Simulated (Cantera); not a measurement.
Feed: 1 mol trisilylamine, 0.16 mol NH3, 8.1 mol N2.

Equilibrium computed with Cantera from the NASA thermochemical tables; the gas is ideal and each condensed phase is pure. Candidate condensed phases: Si, Si3N4; 18 gas species. The feed counts by its element totals alone. Equilibrium is a limit: real reactors are often held back by kinetics, nucleation or transport.

What condenses at these points (T in K, P in Pa): (1550, 15); (1225, 5); (1475, 140); (1550, 100000); (1550, 5)?


```csv
T (K),P in Pa,condensed phases,Si condensed (%)
1550,15,Si,99.9
1225,5,Si3N4,100.0
1475,140,Si3N4,100.0
1550,100000,Si3N4,100.0
1550,5,Si,99.7
```
